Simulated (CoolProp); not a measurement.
Vapour-liquid equilibrium of benzene (1) + octamethylcyclotetrasiloxane (D4) (2) at 4.03 bar; x and y are mole fractions of (1).

Model: multi-fluid Helmholtz-energy mixture model, Thol 2012 and Thol 2015; pair parameters Bell 2016, in CoolProp.

```csv
x,"bubble temperature, mixture model (°C)","bubble temperature, Raoult's law (°C)","y, mixture model","y, Raoult's law"
0.05,232.0,226.1,0.151,0.266
0.2,207.3,196.2,0.537,0.671
0.35,185.2,176.2,0.765,0.835
0.5,167.9,161.8,0.880,0.913
0.65,154.7,150.8,0.941,0.955
0.8,144.1,142.1,0.976,0.980
0.95,135.2,134.9,0.996,0.996
```

The largest gap from Raoult's law is +11.1 K in bubble temperature, at x = 0.2. No azeotrope shows between x = 0.05 and 0.95.

Pair parameters are fitted to limited data, so mixtures are less certain than the pure fluids.
